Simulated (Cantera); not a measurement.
An adiabatic, constant-pressure homogeneous reactor starts with CH4 : H2 : O2 : N2 : H2O = 1 : 0.066 : 2.16 : 8.13 : 1.8 (molar parts), at 1325 K and 5.00 bar. Integrator tolerance rtol = 1e-08.

Cantera simulation using GRI-Mech 3.0 (53 species, 325 reactions); the numbers are that mechanism's predictions, not measurements.

| quantity | before | after |
|---|---|---|
| time of steepest temperature rise | 1.53 ms | 1.43 ms |
| temperature at 0.200 s | 2588 K | 2781 K |
| equilibrium temperature | 2588 K | 2781 K |
| x(CH4) at 0.200 s | <1e-12 (gas-phase equilibrium <1e-12) | <1e-12 (gas-phase equilibrium <1e-12) |
| x(H2) at 0.200 s | 0.00917 (gas-phase equilibrium 0.00917) | 0.0128 (gas-phase equilibrium 0.0128) |
| x(O2) at 0.200 s | 0.0147 (gas-phase equilibrium 0.0147) | 0.0166 (gas-phase equilibrium 0.0166) |
| x(OH) at 0.200 s | 0.0108 (gas-phase equilibrium 0.0108) | 0.0153 (gas-phase equilibrium 0.0153) |
| x(CH2O) at 0.200 s | 2.44e-10 (gas-phase equilibrium 2.44e-10) | 1.03e-9 (gas-phase equilibrium 1.03e-9) |

**Question.** What was changed between the two runs?
(A) initial temperature 1325 to 1800 K
(B) N2 8.13 to 18 parts
(C) constant volume in place of constant pressure
(D) pressure from 5.00 bar to 2.00 bar

**Answer.** C, constant volume in place of constant pressure
